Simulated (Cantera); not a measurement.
Charge: 1 mol HMDSO, 2.5 mol NO, 57 mol N2, at 2.20 mbar.

These are equilibrium values from Cantera (NASA tables, ideal gas, pure condensed phases), not measurements of a reactor. Candidate condensed phases: C, C6H6, C7H8, C8H18, H2O, Si, SiC, SiO2, Si2N2O, Si3N4; 151 gas species. The feed counts by its element totals alone. Rates play no part.

At 1800 K, list the 4 most abundant gas species with their mole fractions, and the condensed phases.

N2 0.821, H2 0.125, CO 0.0491, H 0.00270. Condensed: C(graphite) + SiC(s).
